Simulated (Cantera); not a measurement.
Input: 1 mol HMDSO, 11 mol H2O, 7.7 mol N2, at 1800 K and 0.0180 bar.

Cantera equilibrium calculation (NASA polynomials, part measured and part estimated; ideal gas, pure solids and liquids). Candidate condensed phases: C, C6H6, C7H8, C8H18, H2O, Si, SiC, SiO2, Si2N2O, Si3N4; 151 gas species. The feed counts by its element totals alone. The tables hold silica as quartz up to 1696 K and as liquid above; real silica turns to tridymite and cristobalite and melts near 1996 K. Equilibrium is a limit: real reactors are often held back by kinetics, nucleation or transport.

What is the equilibrium state?


| Quantity | Result |
|---|---|
| x(H2) | 0.536 |
| x(N2) | 0.228 |
| x(CO) | 0.173 |
| x(H2O) | 0.0557 |
| x(CO2) | 0.00471 |
| x(H) | 0.00195 |
| x(SiO) | 0.00117 |
| x(OH) | 1.34e-5 |
| n(SiO2(condensed)) | 1.96 mol |
| gas amount | 33.77 mol |
| log10 activity of C(graphite) (absent) | -5.07 |
| log10 activity of Si(l) (absent) | -6.60 |
